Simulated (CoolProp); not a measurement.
A single-stage vapour-compression cycle with ammonia: evaporating at 296.15 K (dew point), condensing at 326.15 K (bubble point), superheat 2 K, subcooling 2 K, compressor efficiency 0.7, no pressure losses. Each further row changes one setting.

Model: reference Helmholtz-energy equation of state, Gao 2020, in CoolProp.

| case | cooling COP | pressure ratio | discharge temperature (K) | refrigerating effect (kJ/kg) | volumetric capacity (kJ/m³) |
|---|---|---|---|---|---|
| as stated | 6.07 | 2.33 | 379.0 | 1040 | 7580 |
| evaporating temperature 301.15 K | 7.54 | 2.00 | 368.5 | ___ | ___ |
| condensing temperature 321.15 K | 7.44 | 2.05 | ___ | 1070 | 7760 |
| subcooling 7 K | 6.22 | 2.33 | 379.0 | 1070 | 7760 |
| superheat 12 K | ___ | 2.33 | 392.9 | 1070 | 7410 |
| compressor efficiency 0.6 | 5.20 | 2.33 | ___ | 1040 | 7580 |

**Question.** Complete the blanks.

**Answer.** 
- evaporating temperature 301.15 K, refrigerating effect (kJ/kg): 1050
- evaporating temperature 301.15 K, volumetric capacity (kJ/m³): 8820
- condensing temperature 321.15 K, discharge temperature (K): 365.5
- superheat 12 K, cooling COP: 5.93
- compressor efficiency 0.6, discharge temperature (K): 389.3
